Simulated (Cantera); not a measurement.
A perfectly stirred reactor is fed with CH4 : N2 = 1 : 7.3 (molar parts), at 45000 Pa; it is held at 1925 K, and followed from long to short residence time.

Model: GRI-Mech 3.0 (53 species, 325 reactions), integrated in Cantera. GRI-Mech 3.0 stops at C3 and has no aromatics, soot or wall deposition, so with more carbon than oxygen in the feed, carbon stays in small species such as C2H2 where larger ones or solid carbon would form.

Task: What does this change do: CH4 1 to 0.25 parts?

Result: 
| quantity | before | after |
|---|---|---|
| x(CH4) at τ = 6.70 s | 0.000763 | 0.000198 |
| x(H) at τ = 6.70 s | 0.000567 | 0.000305 |
| x(CH3) at τ = 6.70 s | 5.38e-5 | 2.52e-5 |
| x(HCN) at τ = 6.70 s | 0.00107 | 0.00180 |
| x(H2) at τ = 6.70 s | 0.160 | 0.0476 |
| x(CH4) at τ = 37.0 ms | 0.0115 | 0.00340 |
| x(H) at τ = 37.0 ms | 0.000446 | 0.000225 |
| x(CH3) at τ = 37.0 ms | 0.000687 | 0.000343 |
| x(HCN) at τ = 37.0 ms | 4.37e-5 | 7.85e-5 |
| x(H2) at τ = 37.0 ms | 0.145 | 0.0426 |
